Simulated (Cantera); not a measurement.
What does this Cantera script print?

```python
import numpy as np
import cantera as ct

gas_names = """
    H HO2 H2 H2O H2O2 O OH O2 O3 V VO VO2
""".split()
cond_names = """
    H2O(s) H2O(L) V(cr) V(L) VO(s) VO(L) V2O3(s) V2O3(L) V2O4(I) V2O4(II) V2O4(L) V2O5(s) V2O5(L)
""".split()


# ... load() reads the species with a 1 bar reference pressure and builds the phases ...
atoms = {
    'V2O3': {'V': 2, 'O': 3},
    'H2': {'H': 2},
    'H2O': {'H': 2, 'O': 1},
}
top_T = {}  # K; cautious upper limits of use, not melting points


# ... equilibrate(T, P, feed) seeds the gas with the atoms and calls Mixture.equilibrate('TP', solver="vcs", rtol=1e-11, max_steps=5000) ...
results = []
feed = {'V2O3': 1, 'H2': 0.6, 'H2O': 1.8}  # mol
T = 1723.15  # K
P = 100000  # Pa
mix = equilibrate(T, P, feed)
results.append((T, P, feed, dict(zip(mix.species_names, mix.species_moles))))
x = sorted(zip(gas.X, gas.species_names), reverse=True)
print(f"T = {T:g} K  P = {P:g} Pa  gas = {mix.phase_moles(0):.4g} mol")
print("   x: " + "  ".join(f"{s} {v:.3e}" for v, s in x if v > 0.0001))
print("   condensed (mol): " + ("  ".join(f"{mix.phase(i).name} {mix.phase_moles(i):.4g}"
      for i in range(1, mix.n_phases) if mix.phase_moles(i) > 1e-12) or "none"))
```

Output:

```
T = 1723.15 K  P = 100000 Pa  gas = 2.4 mol
   x: H2O 7.499e-01  H2 2.499e-01
   condensed (mol): V2O3(s) 1
```

Method: chemical equilibrium by Gibbs-energy minimisation in Cantera with the NASA 1993 tables (ideal gas, pure condensed phases). Condensed phases not in the tables: the oxides between V2O3 and V2O5 other than VO2.
